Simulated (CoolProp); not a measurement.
Vapour-liquid equilibrium of R125 (1) + n-butane (2) at 0.688 MPa; x and y are mole fractions of (1).

The numbers come from the multi-fluid Helmholtz-energy mixture model, Lemmon 2005 and Bücker 2006; pair parameters Bell 2016 in CoolProp.

| x | bubble temperature, mixture model (K) | bubble temperature, Raoult's law (K) | y, mixture model | y, Raoult's law |
|---|---|---|---|---|
| 0.05 | 318.3 | 328.8 | 0.356 | 0.209 |
| 0.15 | 297.1 | 317.0 | 0.661 | 0.480 |
| 0.25 | 287.6 | 308.0 | 0.762 | 0.644 |
| 0.35 | 283.1 | 300.8 | 0.805 | 0.751 |
| 0.45 | 280.6 | 294.8 | 0.828 | 0.825 |
| 0.55 | 279.1 | 289.8 | 0.845 | 0.878 |
| 0.65 | 277.8 | 285.5 | 0.861 | 0.918 |
| 0.75 | 276.6 | 281.7 | 0.882 | 0.949 |
| 0.85 | 275.4 | 278.3 | 0.913 | 0.973 |
| 0.95 | 274.3 | 275.3 | 0.963 | 0.992 |

The largest gap from Raoult's law is -20.4 K in bubble temperature, at x = 0.25. No azeotrope shows between x = 0.05 and 0.95.

The pair parameters rest on a limited set of measurements; away from them the model extrapolates. With so large a gap from Raoult's law the liquid may split in two, which this calculation doesn't test in full.
